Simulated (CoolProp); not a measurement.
Vapour-liquid equilibrium of diethyl ether (1) + acetone (2) at 0.685 MPa; x and y are mole fractions of (1).

Computed with CoolProp (multi-fluid Helmholtz-energy mixture model, Thol 2014 and Lemmon 2006; pair parameters Bell 2016).

### Question
Give the bubble temperature and the first vapour's composition at x = 0.575, 0.65, 0.8. Is there an azeotrope?

### Answer
x = 0.575: 105.8 °C, y = 0.679; x = 0.65: 104.5 °C, y = 0.731; x = 0.8: 102.8 °C, y = 0.832. No azeotrope shows between x = 0.05 and 0.95.

Pair parameters are fitted to limited data, so mixtures are less certain than the pure fluids.
